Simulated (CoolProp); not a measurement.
n-perfluoropentane along the isobar 3060 kPa: Z from the reference equation and from simpler models built on Tc = 421.0 K, pc = 2063 kPa, ω = 0.436; each cubic takes its own stable root.

Model: reference Helmholtz-energy equation of state, Gao 2022, in CoolProp.

| T (K) | phase | reference |
|---|---|---|
| 388.3 | liquid | 0.2152 |
| 400.7 | liquid | 0.2210 |
| 413.1 | liquid | 0.2314 |
| 425.5 | supercritical | 0.2514 |
| 437.9 | supercritical | 0.3039 |
| 450.3 | supercritical | 0.4395 |
| 462.8 | supercritical | 0.5506 |
| 475.2 | supercritical | 0.6240 |
| 487.6 | supercritical | 0.6783 |
| 500 | supercritical | 0.7210 |

Problem. How far does each simpler model (van der Waals, Redlich-Kwong, Soave-Redlich-Kwong, Peng-Robinson) lie from the reference over these 10 states: mean and median of the absolute difference, and the worst?

Solution. 
- van der Waals: mean 28.7 %, median 19.8 %, worst +53.3 % at 388.3 K and 3060 kPa
- Redlich-Kwong: mean 12.9 %, median 10.9 %, worst +18.4 % at 413.1 K and 3060 kPa
- Soave-Redlich-Kwong: mean 10.6 %, median 10.5 %, worst +20.3 % at 437.9 K and 3060 kPa
- Peng-Robinson: mean 3.3 %, median 1.3 %, worst +11.2 % at 437.9 K and 3060 kPa
